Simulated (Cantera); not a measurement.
Cantera run:

```python
import numpy as np
import cantera as ct

gas_names = """
    CL CLO CL2 O O2 O3 Ti TiCL TiCL2 TiCL3 TiCL4 TiO TiOCL TiOCL2 TiO2
""".split()
cond_names = """
    Ti(a) Ti(b) Ti(L) TiCL2(s) TiCL3(s) TiCL4(L) TiO(a) TiO(b) TiO(L) TiO2(ru) TiO2(L) Ti2O3(a) Ti2O3(b)
    Ti2O3(L) Ti3O5(a) Ti3O5(b) Ti3O5(L) Ti4O7(s) Ti4O7(L)
""".split()


# ... load() reads the species with a 1 bar reference pressure and builds the phases ...
atoms = {
    'TiO2': {'Ti': 1, 'O': 2},
    'Cl2': {'CL': 2},
    'O2': {'O': 2},
}
top_T = {'TiCL2(s)': 1300, 'TiCL3(s)': 1000}  # K; cautious upper limits of use, not melting points


# ... equilibrate(T, P, feed) seeds the gas with the atoms and calls Mixture.equilibrate('TP', solver="vcs", rtol=1e-11, max_steps=5000) ...
results = []
feed = {'TiO2': 1, 'Cl2': 0.048, 'O2': 0.019}  # mol
T = 1748  # K
P = 1000  # Pa
mix = equilibrate(T, P, feed)
results.append((T, P, feed, dict(zip(mix.species_names, mix.species_moles))))
x = sorted(zip(gas.X, gas.species_names), reverse=True)
print(f"T = {T:g} K  P = {P:g} Pa  gas = {mix.phase_moles(0):.4g} mol")
print("   x: " + "  ".join(f"{s} {v:.3e}" for v, s in x if v > 1e-05))
print("   condensed (mol): " + ("  ".join(f"{mix.phase(i).name} {mix.phase_moles(i):.4g}"
      for i in range(1, mix.n_phases) if mix.phase_moles(i) > 1e-12) or "none"))
```

Result:

```
T = 1748 K  P = 1000 Pa  gas = 0.1056 mol
   x: CL 7.307e-01  O2 1.797e-01  CL2 8.848e-02  CLO 5.789e-04  O 3.108e-04  TiCL4 1.936e-04  TiOCL2 5.728e-05
   condensed (mol): TiO2(ru) 1
```

Method: chemical equilibrium by Gibbs-energy minimisation in Cantera with the NASA 1993 tables (ideal gas, pure condensed phases).
